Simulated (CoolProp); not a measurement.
Saturation properties of R142b.

Computed with CoolProp (reference Helmholtz-energy equation of state, Lemmon 2006). It is a short technical equation, of lower accuracy than the large ones.

| T (K) | p (MPa) | liquid density (kg/m³) | vapour density (kg/m³) | enthalpy of vaporisation (kJ/kg) |
|---|---|---|---|---|
| 235.6 | 0.02716 | 1255 | 1.417 | 238.6 |
| 238.5 | 0.03159 | 1249 | 1.631 | … |
| 241.4 | … | 1243 | 1.871 | 235.6 |
| 244.3 | … | 1236 | 2.137 | 234.1 |
| 247.2 | 0.04851 | 1230 | 2.432 | 232.5 |
| 250.1 | 0.05553 | 1224 | … | 231.0 |
| 253 | 0.06334 | 1217 | 3.120 | 229.4 |
| 255.9 | 0.07200 | 1211 | 3.516 | 227.8 |
| 258.8 | 0.08157 | 1204 | … | 226.2 |
| 261.7 | 0.09211 | … | … | … |
| 264.6 | 0.1037 | 1191 | 4.945 | 222.9 |

Question: Complete the blanks.

Answer: 
- 238.5, enthalpy of vaporisation (kJ/kg): 237.1
- 241.4, p (MPa): 0.03660
- 244.3, p (MPa): 0.04222
- 250.1, vapour density (kg/m³): 2.759
- 258.8, vapour density (kg/m³): 3.950
- 261.7, liquid density (kg/m³): 1198
- 261.7, vapour density (kg/m³): 4.426
- 261.7, enthalpy of vaporisation (kJ/kg): 224.6

It boils at 264.0 K under 1 atm.
